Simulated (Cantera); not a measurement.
Gas mixture: 100 % C₂H₆, at 0.0100 bar, frozen composition.

Cantera's kinetic-theory transport with the Lennard-Jones parameters of GRI-Mech 3.0, ideal gas; thermal conductivity in the multicomponent form. The composition is frozen, though it would react at the higher temperatures.

One state of this run: ρ (kg/m³) = 0.00249; cp (J/kg/K) = 4796; μ (µPa s) = 33.4; λ (mW/m/K) = 214; Pr = 0.748; D (cm²/s) NH₃ = 276; D (cm²/s) H₂O = 291; D (cm²/s) H = 1340. D: mixture-averaged diffusion coefficient of that species in the mixture.

Task: Which value of T (K) does it belong to?
(A) 1450
(B) 1300
(C) 700
(D) 1600

Result: A, 1450
